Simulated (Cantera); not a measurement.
An isothermal, constant-pressure homogeneous reactor starts with 0.567 % H₂, 99.4 % O₂, equivalence ratio 0.0029, at 1100 K and 790 Pa.

Detailed kinetics in Cantera: GRI-Mech 3.0 (53 species, 325 reactions). Radical loss at walls, strong at low pressure, is not modelled.

x: mole fraction; the columns are a selection and need not sum to one.

```json
[
 {"t (s)": "0.000600", "x H₂": "0.00567", "x O₂": "0.994", "x O": "2.10e-10", "x HO₂": "2.34e-10", "x H": "6.27e-11", "x OH": "1.88e-10"},
 {"t (s)": "0.00130", "x H₂": "0.00567", "x O₂": "0.994", "x O": "6.51e-10", "x HO₂": "5.08e-10", "x H": "1.03e-10", "x OH": "5.21e-10"},
 {"t (s)": "0.00282", "x H₂": "0.00567", "x O₂": "0.994", "x O": "2.47e-9", "x HO₂": "1.11e-9", "x H": "2.53e-10", "x OH": "1.73e-9"},
 {"t (s)": "0.00612", "x H₂": "0.00567", "x O₂": "0.994", "x O": "1.71e-8", "x HO₂": "2.45e-9", "x H": "1.41e-9", "x OH": "1.09e-8"},
 {"t (s)": "0.0133", "x H₂": "0.00567", "x O₂": "0.994", "x O": "6.38e-7", "x HO₂": "7.78e-9", "x H": "5.04e-8", "x OH": "3.99e-7"},
 {"t (s)": "0.0288", "x H₂": "0.00432", "x O₂": "0.993", "x O": "0.000937", "x HO₂": "8.04e-7", "x H": "0.000101", "x OH": "0.000487"},
 {"t (s)": "0.0625", "x H₂": "[?]", "x O₂": "0.989", "x O": "[?]", "x HO₂": "[?]", "x H": "[?]", "x OH": "[?]"},
 {"t (s)": "0.136", "x H₂": "1.29e-5", "x O₂": "0.990", "x O": "0.00408", "x HO₂": "4.71e-7", "x H": "0.000146", "x OH": "0.000300"},
 {"t (s)": "0.294", "x H₂": "9.86e-6", "x O₂": "0.991", "x O": "0.00310", "x HO₂": "4.15e-7", "x H": "9.70e-5", "x OH": "0.000262"},
 {"t (s)": "0.638", "x H₂": "[?]", "x O₂": "0.992", "x O": "[?]", "x HO₂": "[?]", "x H": "[?]", "x OH": "[?]"},
 {"t (s)": "1.38", "x H₂": "2.77e-6", "x O₂": "0.993", "x O": "0.000866", "x HO₂": "2.20e-7", "x H": "1.44e-5", "x OH": "0.000140"},
 {"t (s)": "3.00", "x H₂": "9.50e-7", "x O₂": "0.994", "x O": "0.000298", "x HO₂": "1.22e-7", "x H": "2.91e-6", "x OH": "8.22e-5"}
]
```

Question: Some entries are withheld; supply them.

Answer: 
- 0.0625, x H₂: 2.30e-5
- 0.0625, x O: 0.00465
- 0.0625, x HO₂: 5.39e-7
- 0.0625, x H: 0.000195
- 0.0625, x OH: 0.000351
- 0.638, x H₂: 6.05e-6
- 0.638, x O: 0.00189
- 0.638, x HO₂: 3.28e-7
- 0.638, x H: 4.64e-5
- 0.638, x OH: 0.000206
